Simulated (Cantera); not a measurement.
Feed: 1 mol Pb, 0.075 mol CO, 3 mol H2, 0.0019 mol CH4, equilibrated at 7300 Pa.

Equilibrium computed with Cantera from the NASA thermochemical tables; the gas is ideal and each condensed phase is pure. Candidate condensed phases: C, C6H6, C7H8, C8H18, H2O, Pb, PbO, PbO2, Pb3O4; 113 gas species. Kinetics and transport are ignored.

Question: At 900 K, list the 6 most abundant gas species with their mole fractions, and the condensed phases.

Answer: H2 0.967, CO 0.0168, CH4 0.00830, H2O 0.00738, CO2 0.000295, Pb 1.87e-5. Condensed: Pb(l).
